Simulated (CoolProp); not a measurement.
Properties of C2F6 (R116) along the isotherm 417.8 K.

Values from CoolProp's reference Helmholtz-energy equation of state, Lemmon 2006. It is a short technical equation, of lower accuracy than the large ones.

```json
[
 {"p (MPa)": "1.39", "phase": "gas", "Z": "0.9602", "speed of sound (m/s)": "159.1", "Joule-Thomson coefficient (K/MPa)": "3.456", "Prandtl number": "0.791"},
 {"p (MPa)": "2.77", "phase": "gas", "Z": "0.9230", "speed of sound (m/s)": "155.1", "Joule-Thomson coefficient (K/MPa)": "3.472", "Prandtl number": "0.850"},
 {"p (MPa)": "4.16", "phase": "supercritical", "Z": "?", "speed of sound (m/s)": "152.2", "Joule-Thomson coefficient (K/MPa)": "?", "Prandtl number": "0.922"},
 {"p (MPa)": "5.54", "phase": "supercritical", "Z": "0.8591", "speed of sound (m/s)": "150.8", "Joule-Thomson coefficient (K/MPa)": "3.263", "Prandtl number": "1.00"},
 {"p (MPa)": "6.93", "phase": "supercritical", "Z": "0.8355", "speed of sound (m/s)": "151.3", "Joule-Thomson coefficient (K/MPa)": "3.025", "Prandtl number": "1.10"},
 {"p (MPa)": "8.31", "phase": "supercritical", "Z": "0.8194", "speed of sound (m/s)": "154.0", "Joule-Thomson coefficient (K/MPa)": "?", "Prandtl number": "1.19"},
 {"p (MPa)": "9.7", "phase": "supercritical", "Z": "0.8115", "speed of sound (m/s)": "159.1", "Joule-Thomson coefficient (K/MPa)": "2.371", "Prandtl number": "1.29"},
 {"p (MPa)": "11.1", "phase": "supercritical", "Z": "0.8122", "speed of sound (m/s)": "166.6", "Joule-Thomson coefficient (K/MPa)": "2.010", "Prandtl number": "1.38"},
 {"p (MPa)": "12.5", "phase": "supercritical", "Z": "0.8208", "speed of sound (m/s)": "176.0", "Joule-Thomson coefficient (K/MPa)": "1.670", "Prandtl number": "1.47"},
 {"p (MPa)": "13.9", "phase": "supercritical", "Z": "0.8360", "speed of sound (m/s)": "186.8", "Joule-Thomson coefficient (K/MPa)": "?", "Prandtl number": "1.54"},
 {"p (MPa)": "15.2", "phase": "supercritical", "Z": "0.8548", "speed of sound (m/s)": "197.5", "Joule-Thomson coefficient (K/MPa)": "1.137", "Prandtl number": "1.61"}
]
```

Task: Complete the blanks.

Result: 
- 4.16, Z: 0.8886
- 4.16, Joule-Thomson coefficient (K/MPa): 3.412
- 8.31, Joule-Thomson coefficient (K/MPa): 2.720
- 13.9, Joule-Thomson coefficient (K/MPa): 1.372

Viscosity comes from a separate model (Huber 2003), an estimate that may be off by 10 % or more. Thermal conductivity comes from a separate model (Huber 2003), an estimate that may be off by 10 % or more.
